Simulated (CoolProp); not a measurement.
Vapour-liquid equilibrium of ethylene (1) + n-butane (2) at 225.9 K; x and y are mole fractions of (1).

Computed with CoolProp (multi-fluid Helmholtz-energy mixture model, Smukala 2000 and Bücker 2006; pair parameters Bell 2016).

```json
[
 {"x": "0.05", "bubble pressure, mixture model (kPa)": "83.13", "bubble pressure, Raoult's law (kPa)": "68.62", "y, mixture model": "0.868", "y, Raoult's law": "0.846"},
 {"x": "0.2", "bubble pressure, mixture model (kPa)": "239.1", "bubble pressure, Raoult's law (kPa)": "241.0", "y, mixture model": "0.957", "y, Raoult's law": "0.963"},
 {"x": "0.35", "bubble pressure, mixture model (kPa)": "370.0", "bubble pressure, Raoult's law (kPa)": "413.4", "y, mixture model": "0.975", "y, Raoult's law": "0.982"},
 {"x": "0.5", "bubble pressure, mixture model (kPa)": "513.8", "bubble pressure, Raoult's law (kPa)": "585.8", "y, mixture model": "0.984", "y, Raoult's law": "0.990"},
 {"x": "0.65", "bubble pressure, mixture model (kPa)": "684.4", "bubble pressure, Raoult's law (kPa)": "758.2", "y, mixture model": "0.991", "y, Raoult's law": "0.995"},
 {"x": "0.8", "bubble pressure, mixture model (kPa)": "880.0", "bubble pressure, Raoult's law (kPa)": "930.6", "y, mixture model": "0.996", "y, Raoult's law": "0.998"},
 {"x": "0.95", "bubble pressure, mixture model (kPa)": "1089", "bubble pressure, Raoult's law (kPa)": "1103", "y, mixture model": "0.999", "y, Raoult's law": "0.999"}
]
```

The largest gap from Raoult's law is +21.1 % in bubble pressure, at x = 0.05. No azeotrope shows between x = 0.05 and 0.95.

Pair parameters are fitted to limited data, so mixtures are less certain than the pure fluids. The gap from Raoult's law changes sign with composition, which may be real or a fault of the pair parameters; it wasn't checked against measurements.
